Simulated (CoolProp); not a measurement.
Sulfur dioxide along the isotherm 188.75 °C: density (kg/m³) from the reference equation and from simpler models built on Tc = 157.5 °C, pc = 7.887 MPa, ω = 0.256; each cubic takes its own stable root.

Values from CoolProp's reference Helmholtz-energy equation of state, Gao 2016.

```csv
p (MPa),phase,reference
0.0623,gas,1.041
0.118,gas,1.976
0.224,gas,3.766
0.425,gas,7.196
0.805,gas,13.82
1.53,gas,26.99
2.89,gas,53.93
5.49,gas,116.9
10.4,supercritical,349.1
19.7,supercritical,841.0
```

### Question
How far does each simpler model (ideal gas, van der Waals, Redlich-Kwong, Peng-Robinson) lie from the reference over these 10 states: mean and median of the absolute difference, and the worst?

### Answer
- ideal gas: mean 15.5 %, median 4.1 %, worst -60.9 % at 188.75 °C and 19.7 MPa
- van der Waals: mean 4.1 %, median 0.3 %, worst -24.4 % at 188.75 °C and 19.7 MPa
- Redlich-Kwong: mean 1.8 %, median 0.1 %, worst -12.1 % at 188.75 °C and 19.7 MPa
- Peng-Robinson: mean 1.2 %, median 0.2 %, worst -7.4 % at 188.75 °C and 19.7 MPa
